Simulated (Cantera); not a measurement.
Input: 1 mol CH3SiH3, 1.2 mol HCl, 1.4 mol H2, at 1225 °C and 0.00570 bar.

Cantera equilibrium calculation (NASA polynomials, part measured and part estimated; ideal gas, pure solids and liquids). Candidate condensed phases: C, C6H6, C7H8, C8H18, Si, SiC; 109 gas species. The feed counts by its element totals alone. The tables' values for SiCl3 are old estimates; treat these amounts as uncertain. Kinetics and transport are ignored.

Base state: H2 0.787, HCl 0.211, SiCl2 0.00132, H 0.000202, SiCl3 5.97e-5, Cl 4.38e-5 (mole fractions); condensed: C(graphite) + SiC(s).

Q: What changes in the equilibrium state with this change: H2 from 1.4 to 880 mol?

A: 
```
species             before     after
----------------  --------  --------
H2                   0.787     0.998
HCl                  0.211   0.00136
H                 0.000202  0.000228
SiCl2              0.00132   6.44e-7
SiCl3              5.97e-5     <1e-9
Cl                 4.38e-5   2.49e-7
C(graphite), mol   0.00765         0
SiC(s), mol          0.992     0.999
```

Q: What changes in the equilibrium state with this change: temperature from 1225 °C to 1902 °C?

A: 
```csv
species,before,after
H2,0.787,0.739
HCl,0.211,0.178
H,0.000202,0.0556
SiCl2,0.00132,0.00844
SiC2,<1e-9,0.000439
Si,1.28e-8,0.00503
"C(graphite), mol",0.00765,0.0656
"SiC(s), mol",0.992,0.908
```
The tables' values for SiCl, SiCl3 are old estimates; treat these amounts as uncertain. Gases not in the tables: Si2H6 and higher silanes.

Q: What changes in the equilibrium state with this change: H2 from 1.4 to 13 mol?

A: 
```tsv
species	before	after
H2	0.787	0.930
HCl	0.211	0.0695
H	0.000202	0.000220
SiCl2	0.00132	0.000120
SiCl3	5.97e-5	1.65e-6
Cl	4.38e-5	1.33e-5
CH4	9.15e-6	1.28e-5
C(graphite), mol	0.00765	0.00160
SiC(s), mol	0.992	0.998
```
